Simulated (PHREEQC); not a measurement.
Consider water at 25 °C with 0.0016 mol NH4HF2, 0.0057 mol (NH4)2SiF6 and 0.032 mol H3PO4 per kg of water. Closed to the air; pH follows from the charge balance.

Equilibrium calculation in PHREEQC: ion-association model, phreeqc.dat.

Each row changes one thing in this solution. This is a speciation only: nothing precipitates in the calculation.

| case | pH | ionic strength (mol/kgw) | H3PO4 (mol/kgw) | H2PO4- (mol/kgw) | HF (mol/kgw) | F- (mol/kgw) |
|---|---|---|---|---|---|---|
| as made | 1.98 | 0.0305 | 0.0182 | 0.0138 | 0.00449 | 0.000341 |
| diluted 2-fold with water | 2.17 | 0.0164 | 0.00743 | [?] | 0.00334 | 0.000382 |
| temperature from 25 to 55 °C | 2.07 | 0.0275 | 0.0191 | 0.0129 | 0.00882 | 0.000466 |
| H3PO4 from 0.032 to 0.0352 mol/kgw | 1.95 | 0.0313 | 0.0205 | 0.0147 | 0.00456 | [?] |
| H3PO4 from 0.032 to 0.16 mol/kgw | 1.54 | 0.0519 | 0.124 | 0.0360 | 0.00562 | 0.000163 |
| NH4HF2 from 0.0016 to 0.0024 mol/kgw | [?] | 0.0312 | 0.0180 | 0.0140 | 0.00512 | 0.000398 |
| NH4HF2 replaced by NH4HSO4 at the same molality | 1.94 | 0.0319 | 0.0188 | 0.0132 | 0.00389 | 0.000273 |
| temperature from 25 to 60 °C | 2.09 | [?] | 0.0191 | 0.0129 | 0.00989 | 0.000493 |
| (NH4)2SiF6 replaced by NH3 at the same molality | 2.10 | 0.0161 | 0.0162 | 0.0158 | 0.00291 | 0.000281 |

### Question
What belongs in the gaps?

### Answer

- diluted 2-fold with water, H2PO4- (mol/kgw): 0.00857
- H3PO4 from 0.032 to 0.0352 mol/kgw, F- (mol/kgw): 0.000325
- NH4HF2 from 0.0016 to 0.0024 mol/kgw, pH: 1.99
- temperature from 25 to 60 °C, ionic strength (mol/kgw): 0.0269

Species that the database lacks are ignored. Some of these states are supersaturated (in Quartz (slow to form), Chalcedony (slow to form), for instance). Away from 25 °C the constants follow the database's enthalpies or fits; those with neither stay at their 25 °C values. SiF6-2 is the database's only silicon fluoride.
